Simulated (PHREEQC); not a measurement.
A solution holds 2.8 mol KCl, 0.041 mol Na2SO4 and 0.17 mol NaCl per kg of water, at 20 °C. Closed to the air; pH follows from the charge balance.

The numbers come from PHREEQC with the Pitzer model, pitzer.dat.

No solid was allowed to form.

Task: What activity of water, density does the model give?

Result: activity of water 0.903; density 1.123 g/cm³.
